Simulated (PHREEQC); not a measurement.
1 kg of water holding 0.052 mol NaCl meets 20 L of dry gas (CO2 0.12, CH4 0.31, H2S 0.57 by moles) at fixed total pressure, at 40 °C; fugacities by Peng-Robinson. The gases take part in no redox reaction, some water evaporates into the gas, and hydrates or a liquid gas phase aren't modelled. Nothing may precipitate in this run.

The numbers come from PHREEQC with the ion-association model, phreeqc.dat.

| P (atm) | dissolved CO2 (all carbonate carbon) (mol/kgw) | φ of CO2 | p of CO2 (atm) |
|---|---|---|---|
| 1 | 0.00266 | 0.995 | 0.113 |
| 2 | 0.00549 | 0.990 | 0.235 |
| 3 | 0.00827 | 0.986 | 0.358 |
| 5 | 0.0137 | 0.976 | 0.602 |
| 7.5 | 0.0204 | 0.965 | 0.906 |
| 10 | 0.0268 | 0.953 | 1.21 |
| 15 | 0.0390 | 0.930 | 1.82 |

At this temperature some constants are extrapolated from 25 °C, and those without enthalpy data are left unchanged.
